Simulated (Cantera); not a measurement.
# Thermodynamics of boron, boron nitride and boron oxide, feed BCl3 + NH3 + H2

A closed system holds: 1 mol BCl3, 0.41 mol NH3, 0.59 mol H2, at 848 K and 11.3 Torr.

Equilibrium computed with Cantera from the NASA thermochemical tables; the gas is ideal and each condensed phase is pure. Candidate condensed phases: B, BN, NH4Cl; 21 gas species. Gases not in the tables: BHCl2. Equilibrium is a limit: real reactors are often held back by kinetics, nucleation or transport.

```
Quantity                            Result
-------------------------------  ---------
x(HCl)                               0.510
x(BCl3)                              0.245
x(H2)                                0.245
n(BN(s))                         0.410 mol
gas amount                       2.410 mol
log10 activity of B(s) (absent)      -3.49
```
